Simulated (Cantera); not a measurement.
# Pyrogenic steam for wet oxidation

An isothermal, constant-pressure homogeneous reactor starts with 13.6 % H2, 14.2 % O2, 72.2 % N2, equivalence ratio 0.48, at 1373 K and 0.109 atm.

Model: the H2/O2 subset of GRI-Mech 3.0, which has no nitrogen chemistry, integrated in Cantera. The temperature is held fixed by assumption; the heat of reaction is taken as removed at once.

| t (s) | x H2 | x O2 | x O | x HO2 | x H2O |
|---|---|---|---|---|---|
| 3.00e-5 | 0.136 | 0.142 | 3.84e-8 | 7.64e-8 | 1.23e-7 |
| 9.54e-5 | 0.136 | 0.142 | 3.24e-6 | 3.23e-7 | 1.58e-5 |
| 0.000304 | 0.0166 | 0.0827 | 0.0241 | 5.26e-6 | 0.0877 |
| 0.000965 | 0.0117 | 0.0801 | 0.0177 | 5.50e-6 | 0.107 |
| 0.00307 | 0.00540 | 0.0786 | 0.00648 | 5.52e-6 | 0.132 |
| 0.00977 | 0.000759 | 0.0786 | 0.000828 | 3.27e-6 | 0.144 |
| 0.0311 | 6.54e-5 | 0.0789 | 7.12e-5 | 6.20e-7 | 0.146 |
| 0.0988 | 9.09e-6 | 0.0790 | 1.01e-5 | 1.09e-7 | 0.146 |
| 0.314 | 1.97e-6 | 0.0790 | 2.22e-6 | 3.35e-8 | 0.146 |
| 1.00 | 6.54e-7 | 0.0790 | 7.39e-7 | 2.39e-8 | 0.146 |
x: mole fraction; the columns are a selection and need not sum to one.

Equilibrium at this temperature and pressure: H2 4.67e-7, O2 0.0790, O 5.26e-7, HO2 2.41e-8, H2O 0.146 (gas phase only).
